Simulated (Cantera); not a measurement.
Charge: 1 mol SiH₂Cl₂, 0.0059 mol Cl₂, 78 mol H₂, equilibrated at 1748 K and 128 Torr.

These are equilibrium values from Cantera (NASA tables, ideal gas, pure condensed phases), not measurements of a reactor. Candidate condensed phases: Si; 19 gas species. Gases not in the tables: Si₂H₆ and higher silanes. The numbers say what is thermodynamically allowed, not how fast it happens.

### Question
What is the equilibrium state?

### Answer
```
Property       Result
----------  ---------
x(H₂)           0.976
x(HCl)         0.0218
x(SiCl₂)      0.00163
x(H)         0.000547
x(SiH₂)       2.00e-5
x(SiCl₃)      9.47e-6
x(Cl)         9.45e-6
x(SiCl)       9.28e-6
x(Si)         8.56e-6
n(Si(l))    0.865 mol
gas amount  80.03 mol
```
